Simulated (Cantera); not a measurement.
An adiabatic, constant-pressure homogeneous reactor starts with C₂H₄ : O₂ : N₂ : H₂O = 1 : 1.67 : 6.27 : 0.93 (molar parts), at 1175 K and 900 Torr.

Cantera simulation using GRI-Mech 3.0 (53 species, 325 reactions); the numbers are that mechanism's predictions, not measurements. GRI-Mech 3.0 was tuned for natural gas; its chemistry of ethylene as a main component is partial and can be far from experiment.

### Question
Predict: time of steepest temperature rise; temperature at 4.00 s; equilibrium temperature; x(O₂) at 4.00 s; x(H₂O) at 4.00 s; x(HCN) at 4.00 s; x(NO₂) at 4.00 s; x(HO₂) at 4.00 s.

### Answer
```
Quantity                                                            Result
---------------------------------  ---------------------------------------
time of steepest temperature rise                                  1.15 ms
temperature at 4.00 s                                               2513 K
equilibrium temperature                                             2513 K
x(O₂) at 4.00 s                    9.64e-5 (gas-phase equilibrium 9.64e-5)
x(H₂O) at 4.00 s                       0.160 (gas-phase equilibrium 0.160)
x(HCN) at 4.00 s                   4.75e-8 (gas-phase equilibrium 4.75e-8)
x(NO₂) at 4.00 s                   8.74e-9 (gas-phase equilibrium 8.74e-9)
x(HO₂) at 4.00 s                   6.14e-8 (gas-phase equilibrium 6.14e-8)
```
